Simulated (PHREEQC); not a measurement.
Make-up at 25 °C: 0.0043 mol NaHS and 0.00035 mol NaHCO3 per kg of water. Closed to the air; pH follows from the charge balance.

The numbers come from PHREEQC with the ion-association model, phreeqc.dat.

```csv
quantity,before,after
pH,9.02,9.24
ionic strength (mol/kgw),0.00467,0.00430
```

**Question.** Name the change that produced these shifts.
A. NaHCO3 left out
B. diluted 100-fold with water
C. NaHS from 0.0043 to 0.00473 mol/kgw
D. NaHS left out
E. NaHCO3 replaced by Na2S at the same molality

**Answer.** A, NaHCO3 left out

Precipitation was switched off in this run.
